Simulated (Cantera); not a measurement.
Feed: 1 mol PbO, 0.2 mol CO, 10 mol H₂, equilibrated at 10.0 Torr.

These are equilibrium values from Cantera (NASA tables, ideal gas, pure condensed phases), not measurements of a reactor. Candidate condensed phases: C, C₆H₆, C₇H₈, C₈H₁₈, H₂O, Pb, PbO, PbO₂, Pb₃O₄; 113 gas species. Kinetics and transport are ignored.

x: gas mole fraction; n: condensed amount in mol.

```
T (K)   x H₂   x H₂O        x Pb    x CO    x CO₂     n Pb(l)
-----  -----  ------  ----------  ------  -------  ----------
1025   0.883  0.0954     0.00209  0.0172  0.00241       0.979
1050   0.881  0.0955     0.00349  0.0173  0.00221       0.964
1075   0.879  0.0954     0.00570  0.0175  0.00204       0.942
1100   0.876  0.0953  (withheld)  0.0175  0.00188       0.906
1125   0.872  0.0949      0.0142  0.0176  0.00174       0.853
1150   0.865  0.0943      0.0217  0.0176  0.00161       0.773
1175   0.855  0.0933      0.0327  0.0175  0.00149       0.656
1200   0.841  0.0919      0.0482  0.0173  0.00138       0.483
1225   0.822  0.0899  (withheld)  0.0170  0.00126  (withheld)
1250   0.805  0.0881      0.0893  0.0167  0.00117           0
1275   0.805  0.0882      0.0893  0.0168  0.00110           0
```

What belongs in the gaps?


- 1225, x Pb: 0.0701
- 1225, n Pb(l): 0.231
- 1100, x Pb: 0.00909
